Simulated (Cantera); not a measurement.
Charge: 1 mol CS₂, 0.063 mol H₂O, 3.4 mol O₂, at 2598.15 K and 10.0 Torr.

Cantera equilibrium calculation (NASA polynomials, part measured and part estimated; ideal gas, pure solids and liquids). Candidate condensed phases: C, C₆H₆, C₇H₈, C₈H₁₈, H₂O, H₂SO₄, S; 123 gas species. Kinetics and transport are ignored.

Base state: SO₂ 0.398, O₂ 0.168, CO 0.136, CO₂ 0.106, O 0.0820, SO 0.0809, OH 0.0110, H 0.00946 (mole fractions); condensed: gas only.

What changes in the equilibrium state with this change: CS₂ replaced by CO₂?


```
species    before     after
-------  --------  --------
O₂          0.168     0.625
O          0.0820     0.158
CO₂         0.106     0.118
SO₂         0.398         0
SO         0.0809         0
CO          0.136    0.0783
OH         0.0110    0.0127
S         0.00397         0
S₂        4.96e-5         0
SH        3.99e-5         0
SO₃       2.95e-5         0
H₂       0.000822  0.000295
```

What changes in the equilibrium state with this change: O₂ from 3.4 to 0.68 mol?


```tsv
species	before	after
CO	0.136	0.377
S	0.00397	0.246
S₂	4.96e-5	0.189
SO₂	0.398	0.0146
O₂	0.168	1.00e-4
O	0.0820	0.00200
CO₂	0.106	0.00717
OH	0.0110	0.000748
H	0.00946	0.0264
SO	0.0809	0.122
SO₃	2.95e-5	2.64e-8
H₂S	1.13e-7	5.42e-5
SH	3.99e-5	0.00688
COS	7.47e-7	0.000128
S₂O	5.43e-6	0.000506
```
